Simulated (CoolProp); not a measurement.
Vapour-liquid equilibrium of R22 (1) + R115 (2) at 0.663 MPa; x and y are mole fractions of (1).

The numbers come from the multi-fluid Helmholtz-energy mixture model, Kamei 1995 and Lemmon 2016; pair parameters Bell 2016 in CoolProp.

Q: Give the bubble temperature and the first vapour's composition at x = 0.05, 0.5, 0.95. Is there an azeotrope?

A: x = 0.05: 284.5 K, y = 0.098; x = 0.5: 278.6 K, y = 0.505; x = 0.95: 281.6 K, y = 0.934. y crosses x between x = 0.5 and 0.65: the model has an azeotrope there.

Pair parameters are fitted to limited data, so mixtures are less certain than the pure fluids.
